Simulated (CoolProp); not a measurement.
Vapour-liquid equilibrium of hydrogen chloride (1) + n-butane (2) at 262.4 K; x and y are mole fractions of (1).

The numbers come from the multi-fluid Helmholtz-energy mixture model, Thol 2018 and Bücker 2006; pair parameters Bell 2016 in CoolProp.

Give the bubble pressure and the first vapour's composition at x = 0.05, 0.2, 0.8. Is there an azeotrope?

x = 0.05: 0.2269 MPa, y = 0.703; x = 0.2: 0.6773 MPa, y = 0.902; x = 0.8: 1.589 MPa, y = 0.974. No azeotrope shows between x = 0.05 and 0.95.

Pair parameters are fitted to limited data, so mixtures are less certain than the pure fluids. With so large a gap from Raoult's law the liquid may split in two, which this calculation doesn't test in full.
